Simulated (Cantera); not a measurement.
A diamond (100) surface in a fixed gas of H2 with x(CH4) = 0.026, x(H) = 0.0043, x(CH3) = 2.3e-05, 113 Torr; coverages are run to steady state.

Computed with Cantera and the Harris–Goodwin 1993 mechanism for the reconstructed diamond (100) surface.

θ: site fractions in the mechanism's names (c6HH fully hydrogenated, c6H* and c6*H radical sites, c6** diradical, c6HM methylated).

```csv
T (K),growth (µm/h),θ c6HH,θ c6H*,θ c6*H,θ c6**,θ c6HM
900,1.08,0.688,0.0105,0.291,0.00436,0.00449
950,1.42,0.641,0.0142,0.334,0.00664,0.00358
1000,(withheld),0.595,(withheld),(withheld),(withheld),(withheld)
1050,(withheld),0.552,(withheld),0.408,(withheld),(withheld)
1100,2.37,0.512,0.0279,0.440,0.0179,0.00170
1150,2.32,0.476,0.0330,0.466,0.0231,0.00115
1200,1.93,0.443,0.0383,0.489,0.0289,0.000667
1250,1.43,0.413,0.0436,0.507,0.0353,0.000326
1300,1.07,0.387,0.0489,0.521,0.0420,0.000143
1350,0.900,0.365,0.0541,0.532,0.0488,6.00e-5
1400,0.837,0.345,0.0591,0.540,0.0557,2.48e-5
```

Task: Some entries are withheld; supply them.

Result: 
- 1000, growth (µm/h): 1.79
- 1000, θ c6H*: 0.0184
- 1000, θ c6*H: 0.373
- 1000, θ c6**: 0.00963
- 1000, θ c6HM: 0.00286
- 1050, growth (µm/h): 2.14
- 1050, θ c6H*: 0.0230
- 1050, θ c6**: 0.0134
- 1050, θ c6HM: 0.00225
